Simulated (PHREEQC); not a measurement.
A made-up water analysis in mg/kgw, 20 °C, pH 6.25: Na 1530; K 114; Ca 441; Mg 70.5; Cl 3220; S(6) as SO4 283; Alkalinity as HCO3 131; Br 69.3.

Cl is adjusted to close the charge balance.
Valence states are taken as typed.

Computed with PHREEQC (Pitzer model, pitzer.dat).

Question: The ionic strength comes out as 0.114 mol/kgw. What activity coefficients do K+, Na+, Ca+2, Br-, SO4-2 get?

Answer: K+ 0.77, Na+ 0.78, Ca+2 0.35, Br- 0.77, SO4-2 0.25. Single-ion values are on the MacInnes scale.

No solid was allowed to form. Complexes and solids missing from the database can't appear.
